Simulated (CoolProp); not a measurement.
Sulfur dioxide at several states: Z from the reference equation and from simpler models built on Tc = 430.6 K, pc = 7.887 MPa, ω = 0.256; each cubic takes its own stable root.

Model: reference Helmholtz-energy equation of state, Gao 2016, in CoolProp.

| T (K) | p (MPa) | phase | reference | Redlich-Kwong | Soave-Redlich-Kwong |
|---|---|---|---|---|---|
| 344.8 | 2.29 | liquid | ___ | ___ | ___ |
| 495.5 | 8.63 | supercritical | 0.7385 | 0.7181 | ___ |
| 308.8 | 0.68 | liquid | 0.01269 | ___ | ___ |
| 298.2 | 0.483 | liquid | ___ | 0.9389 | ___ |

Question: Some entries are withheld; supply them.

Answer: 
- 344.8, reference: 0.04175
- 344.8, Redlich-Kwong: 0.04973
- 344.8, Soave-Redlich-Kwong: 0.04730
- 495.5, Soave-Redlich-Kwong: 0.7514
- 308.8, Redlich-Kwong: 0.9205
- 308.8, Soave-Redlich-Kwong: 0.01420
- 298.2, reference: 0.009130
- 298.2, Soave-Redlich-Kwong: 0.01019

At some of these states Redlich-Kwong gives the other phase, because its saturation line lies elsewhere.
